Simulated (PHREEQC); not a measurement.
A solution holds 0.0041 mol/kgw TMAH and 0.0011 mol/kgw H3BO3, at 25 °C. Closed to the air; pH follows from the charge balance.

All values are PHREEQC results (ion-association model, wateq4f.dat), not measurements.

Each row changes one thing in this solution. Precipitation was switched off in this run.

| case | pH | ionic strength (mol/kgw) |
|---|---|---|
| as made | 11.45 | 0.00410 |
| TMAH from 0.0041 to 0.041 mol/kgw | 12.52 | 0.0410 |
| 0.0017 mol/kgw HCl added | ? | 0.00410 |
| H3BO3 left out | ? | 0.00410 |
| diluted 100-fold with water | 9.52 | 4.10e-5 |

**Question.** Some entries are withheld; supply them.

**Answer.** 
- 0.0017 mol/kgw HCl added, pH: 11.09
- H3BO3 left out, pH: 11.58

(CH3)4N+ isn't in the database: it is added as a free cation with an ion size of 4 Å.
